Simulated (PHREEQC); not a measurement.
PHREEQC input (ion-association model, wateq4f.dat):

```
SOLUTION_MASTER_SPECIES
  An  An-  0  An  62.0  # stands for a non-complexing anion
SOLUTION_SPECIES
  An- = An-
    -log_k 0
    -gamma 3.0 0
PHASES
  Fix_H+
    H+ = H+
    -log_k 0
SOLUTION 1
  temp 25
  units mmol/kgw
  pH 7 charge
  Na 5
  An 5
END
SELECTED_OUTPUT 1
  -reset false
  -pH true
  -pe true
  -ionic_strength true
  -water true
  -totals Na
  -molalities Hfo_wOH Hfo_wOH2+ Hfo_wO- Hfo_sOH Hfo_sOH2+ Hfo_sO-
USER_PUNCH 1
  -headings sigma psi
  10 PUNCH EDL("sigma", "Hfo"), EDL("psi", "Hfo")
PRINT
  -reset false
USE solution 1
SURFACE 1
  Hfo_wOH 0.000269663 600 0.12
  Hfo_sOH 6.74157e-06
EQUILIBRIUM_PHASES 1
  Fix_H+ -3 HAn 10
    -force_equality true
  O2(g) -0.68 10
END
# ... the last block is repeated for the other 16 points of pH, with NaOH or the acid as the point needs
```

Selected output (columns that matter, 17 of 17 rows; pH added in front):

```
pH	mu	Na	m_Hfo_wOH	m_Hfo_wOH2+	m_Hfo_wO-	m_Hfo_sOH	m_Hfo_sOH2+	m_Hfo_sO-	sigma	psi
3	0.0061908	0.005	4.8738e-05	0.00022068	2.4658e-07	1.2184e-06	5.517e-06	6.1646e-09	0.30281	0.21498
3.38	0.0055439	0.005	8.0592e-05	0.00018828	7.9028e-07	2.0148e-06	4.707e-06	1.9757e-08	0.25755	0.2095
3.75	0.0052698	0.005	0.00011169	0.00015615	1.8301e-06	2.7922e-06	3.9036e-06	4.5752e-08	0.21198	0.2008
4.12	0.0051445	0.005	0.0001393	0.00012686	3.504e-06	3.4824e-06	3.1715e-06	8.7599e-08	0.16945	0.18993
4.5	0.0050828	0.005	0.00016226	0.00010145	5.9453e-06	4.0566e-06	2.5363e-06	1.4863e-07	0.1312	0.17711
4.88	0.0050511	0.005	0.00017935	8.124e-05	9.0709e-06	4.4838e-06	2.031e-06	2.2677e-07	0.099138	0.16291
5.25	0.0050335	0.005	0.00019082	6.6256e-05	1.259e-05	4.7704e-06	1.6564e-06	3.1474e-07	0.073722	0.14785
5.62	0.0050225	0.005	0.00019814	5.5244e-05	1.628e-05	4.9535e-06	1.3811e-06	4.07e-07	0.053524	0.1316
6	0.0050151	0.005	0.00020254	4.7224e-05	1.99e-05	5.0635e-06	1.1806e-06	4.975e-07	0.037534	0.11372
6.38	0.00501	0.005	0.0002049	4.1694e-05	2.3069e-05	5.1225e-06	1.0423e-06	5.7671e-07	0.025585	0.094737
6.75	0.0050066	0.005	0.00020606	3.8002e-05	2.5597e-05	5.1516e-06	9.5005e-07	6.3993e-07	0.01704	0.075376
7.12	0.0050041	0.005	0.00020663	3.544e-05	2.7598e-05	5.1656e-06	8.86e-07	6.8994e-07	0.010773	0.055352
7.5	0.0050023	0.005	0.00020689	3.3558e-05	2.9219e-05	5.1721e-06	8.3895e-07	7.3047e-07	0.005961	0.034306
7.88	0.0050008	0.005	0.00020699	3.2109e-05	3.0568e-05	5.1747e-06	8.0272e-07	7.6419e-07	0.0021172	0.012974
8.25	0.0050024	0.0050029	0.000207	3.0867e-05	3.18e-05	5.1749e-06	7.7168e-07	7.9499e-07	-0.0012807	-0.0078996
8.62	0.0050063	0.0050081	0.00020692	2.9592e-05	3.3147e-05	5.1731e-06	7.398e-07	8.2868e-07	-0.0048838	-0.028712
9	0.0050143	0.0050178	0.00020672	2.8058e-05	3.489e-05	5.1679e-06	7.0144e-07	8.7224e-07	-0.009385	-0.049849
```

The oxide is taken as insoluble; below pH 4 it would dissolve.
